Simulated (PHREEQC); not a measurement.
# Ultrapure water in contact with air or piping: speciation

Synthetic water in mg/L, 20 °C, pH 5.74, pe 10.2:

```json
[
 {"constituent": "Na", "mg/L": "0.134"},
 {"constituent": "K", "mg/L": "0.0369"},
 {"constituent": "Ca", "mg/L": "0.341"},
 {"constituent": "Mg", "mg/L": "0.0422"},
 {"constituent": "Cl", "mg/L": "0.121"},
 {"constituent": "S(6) as SO4", "mg/L": "0.0611"},
 {"constituent": "Alkalinity as HCO3", "mg/L": "1.35"},
 {"constituent": "Ba", "mg/L": "0.0119"},
 {"constituent": "Si as SiO2", "mg/L": "0.000199"}
]
```

Valence states are taken as typed.

The numbers come from PHREEQC with the ion-association model, phreeqc.dat.

Each row changes one thing in this solution. No solid was allowed to form.

```tsv
case	CO2 (mol/kgw)	CaHCO3+ (mol/kgw)	CaSO4 (mol/kgw)	CO3-2 (mol/kgw)	MgHCO3+ (mol/kgw)	MgSO4 (mol/kgw)	SI of Quartz (SiO2)
as made	0.000104	2.32e-9	8.72e-10	5.66e-10	4.63e-10	2.14e-10	-4.42
pH from 5.74 to 6.04 at the same alkalinity	5.02e-5	2.23e-9	8.73e-10	1.09e-9	4.46e-10	2.14e-10	-4.42
S(6) from 0.0611 to 0.183 mg/L	0.000104	2.32e-9	2.61e-9	5.67e-10	4.63e-10	6.39e-10	-4.42
temperature from 20 to 60 °C at the same typed pH	8.42e-5	3.34e-9	1.14e-9	9.66e-10	6.12e-10	5.43e-10	-4.96
```

Species that the database lacks are ignored. At this temperature some constants are extrapolated from 25 °C, and those without enthalpy data are left unchanged.
